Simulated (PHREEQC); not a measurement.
## Alkaline etch or developer: an equilibrium model

Make-up at 25 °C: 0.029 mol TMAH and 0.003 mol K3PO4 per kg of water. Closed to the air; pH follows from the charge balance.

The numbers come from PHREEQC with the ion-association model, phreeqc.dat.

```
Item                       Value
----------------  --------------
pH                         12.38
ionic strength    0.0455 mol/kgw
total alkalinity     35.0 meq/kg
```

```csv
species,molality,activity,log γ
OH-,0.0297,0.0243,-0.087
(CH3)4N+,0.0290,0.0238,-0.085
K+,0.00899,0.00737,-0.087
PO4-3,0.00225,0.000386,-0.765
HPO4-2,0.000748,0.000356,-0.322
KHPO4-,6.13e-6,5.11e-6,-0.079
H2PO4-,2.86e-9,2.38e-9,-0.079
```

Precipitation was switched off in this run. (CH3)4N+ isn't in the database: it is added as a free cation with an ion size of 4 Å.
